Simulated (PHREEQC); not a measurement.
A column of 0.2 m (30 cells, dispersivity 0.016 m, 720 s a shift, diffusion coefficient 3e-10 m²/s) holds 0.024 eq of the database's cation exchanger X per kg of pore water, first in equilibrium with 0.034 mol/kgw KBr, 0.00042 mol/kgw NH4Cl and 1e-05 mol/kgw HCl. It is flushed with 0.014 mol SrCl2 and 1e-05 mol HCl per kg of water, at 25 °C. Values are for the last cell. No CO2 enters from the air. No solid was allowed to form.

Computed with PHREEQC (ion-association model, phreeqc.dat).

```tsv
pore volumes	Sr in solution (mol/kgw)	Br in solution (mol/kgw)	NH4 in solution (mol/kgw)	K in solution (mol/kgw)	Cl in solution (mol/kgw)	SrX2 on the exchanger (mol/kgw)	KX on the exchanger (mol/kgw)
0	0	0.0340	0.000420	0.0340	0.000430	0	0.0238
0.15	0	0.0340	0.000420	0.0340	0.000430	0	0.0238
0.4167	2.77e-12	0.0335	0.000419	0.0339	0.000862	9.16e-12	0.0238
0.55	8.07e-10	0.0311	0.000413	0.0335	0.00274	2.74e-9	0.0238
0.6833	3.29e-8	0.0268	0.000401	0.0327	0.00628	1.18e-7	0.0238
0.95	4.61e-6	0.0162	0.000363	0.0307	0.0149	1.86e-5	0.0237
1.083	3.24e-5	0.0117	0.000340	0.0298	0.0185	0.000136	0.0235
1.35	0.000929	0.00565	0.000279	0.0269	0.0234	0.00285	0.0182
1.483	0.00271	0.00381	0.000229	0.0231	0.0249	0.00557	0.0128
1.617	0.00495	0.00253	0.000177	0.0184	0.0260	0.00758	0.00877
1.883	0.00873	0.00109	9.70e-5	0.0106	0.0271	0.00981	0.00435
2.017	0.0101	0.000708	7.06e-5	0.00793	0.0274	0.0104	0.00311
2.15	0.0111	0.000457	5.10e-5	0.00586	0.0276	0.0109	0.00224
2.417	0.0124	0.000189	2.63e-5	0.00316	0.0279	0.0114	0.00117
2.55	0.0128	0.000121	1.88e-5	0.00231	0.0279	0.0116	0.000845
2.683	0.0132	7.74e-5	1.35e-5	0.00169	0.0279	0.0117	0.000613
2.95	0.0136	3.15e-5	6.84e-6	0.000895	0.0280	0.0118	0.000322
3.083	0.0137	2.01e-5	4.87e-6	0.000651	0.0280	0.0119	0.000234
3.35	0.0138	8.13e-6	2.47e-6	0.000344	0.0280	0.0119	0.000123
3.483	0.0139	5.17e-6	1.75e-6	0.000249	0.0280	0.0120	8.92e-5
3.617	0.0139	3.28e-6	1.25e-6	0.000181	0.0280	0.0120	6.47e-5
3.883	0.0140	1.32e-6	6.30e-7	9.53e-5	0.0280	0.0120	3.40e-5
4.017	0.0140	8.41e-7	4.47e-7	6.91e-5	0.0280	0.0120	2.47e-5
```
